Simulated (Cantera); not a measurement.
Input: 1 mol Cu, 1.5 mol F₂, 15 mol HF, equilibrated at 0.00133 bar.

Cantera equilibrium calculation (NASA polynomials, part measured and part estimated; ideal gas, pure solids and liquids). Candidate condensed phases: Cu, CuF₂; 15 gas species. The numbers say what is thermodynamically allowed, not how fast it happens.

Problem. Which condensed phases are stable at each of these points (T (K)): 725, 775, 825, 875, 925, 975, 1025, 1075, 1125, 1175, 1225?

Solution. 
```tsv
T (K)	condensed phases	Cu condensed (%)
725	CuF₂(s)	100.0
775	CuF₂(s)	100.0
825	CuF₂(s)	100.0
875	CuF₂(s)	99.8
925	CuF₂(s)	98.8
975	CuF₂(s)	93.4
1025	CuF₂(s)	69.2
1075	gas only	0.0
1125	gas only	0.0
1175	gas only	0.0
1225	gas only	0.0
```

From 725 K to 1025 K the condensed part is CuF₂(s). From 1075 K to 1225 K nothing is condensed.
